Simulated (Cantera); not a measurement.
# Chlorosilane synthesis and conversion: SiCl₄ + HCl + H₂

Input: 1 mol SiCl₄, 4.7 mol HCl, 0.44 mol H₂, equilibrated at 21.0 bar.

These are equilibrium values from Cantera (NASA tables, ideal gas, pure condensed phases), not measurements of a reactor. Candidate condensed phases: Si; 19 gas species. The tables' values for SiCl₃ are old estimates; treat these amounts as uncertain. Kinetics and transport are ignored.

From 327 °C to 1427 °C nothing is condensed. The main Si-bearing gas is SiCl₄ throughout.

```tsv
T (°C)	x HCl	x SiCl₄	x H₂	x SiCl₃	x SiHCl₃
327	0.765	0.163	0.0717	1.08e-12	4.19e-7
427	0.765	0.163	0.0717	1.75e-10	3.12e-6
527	0.765	0.163	0.0716	7.78e-9	1.38e-5
627	0.766	0.163	0.0716	1.47e-7	4.33e-5
727	0.766	0.163	0.0716	1.52e-6	0.000107
827	0.766	0.163	0.0714	1.02e-5	0.000224
927	0.766	0.162	0.0712	4.95e-5	0.000411
1027	0.766	0.162	0.0709	0.000187	0.000683
1127	0.767	0.161	0.0703	0.000576	0.00105
1227	0.768	0.160	0.0693	0.00151	0.00149
1327	0.770	0.157	0.0676	0.00344	0.00199
1427	0.773	0.152	0.0648	0.00691	0.00247
```
x: gas mole fraction; nothing condenses.
